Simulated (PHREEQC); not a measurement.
Make-up at 25 °C: 1.6 mmol/kgw KOH and 85 mmol/kgw NaHCO3. Closed to the air; pH follows from the charge balance.

Equilibrium calculation in PHREEQC: Pitzer model, pitzer.dat.

pH: 8.32
ionic strength: 0.0890 mol/kgw
specific conductance: 6960 µS/cm
density: 1.002 g/cm³
osmotic coefficient: 0.930
total alkalinity: 86.6 meq/kg

```json
[
 {"species": "Na+", "molality": "0.0850", "activity": "0.0679", "log γ": "-0.097"},
 {"species": "HCO3-", "molality": "0.0819", "activity": "0.0729", "log γ": "-0.050"},
 {"species": "CO3-2", "molality": "0.00236", "activity": "0.000695", "log γ": "-0.530"},
 {"species": "K+", "molality": "0.00160", "activity": "0.00110", "log γ": "-0.162"},
 {"species": "CO2", "molality": "0.000760", "activity": "0.000771", "log γ": "0.006"},
 {"species": "OH-", "molality": "2.72e-6", "activity": "2.10e-6", "log γ": "-0.112"},
 {"species": "H+", "molality": "7.19e-9", "activity": "4.80e-9", "log γ": "-0.175"}
]
```

Precipitation was switched off in this run.
